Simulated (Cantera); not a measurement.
An isothermal plug-flow reactor at 773 K and 1.00 bar (inlet), inlet velocity 0.27 m/s, active area per volume 9800 1/m; feed CH4 : O2 : N2 : H2O = 0.0025 : 0.31 : 0.79 : 0.0065 (molar parts), equivalence ratio 0.016.

Detailed kinetics in Cantera: Deutschmann's 1995 Pt surface mechanism with GRI-Mech 3.0 gas chemistry. Catalytic surfaces can have several steady states; this one follows from the mechanism file's or the stated starting coverage. Mass transfer to the wall is taken as infinitely fast.

One state of this run: x CH4 = 0.00223; x O2 = 0.279; x H2O = 0.00592; x CO2 = 2.90e-5; x CO = 2.07e-7; θ free Pt = 0.0160; θ O* = 0.983; θ OH* = 0.00120. x: gas mole fraction; θ: surface coverage.

### Question
Which value of z (m) does it belong to?
A. 0.0019
B. 0.0005
C. 0.05
D. 0.026

### Answer
A, 0.0019
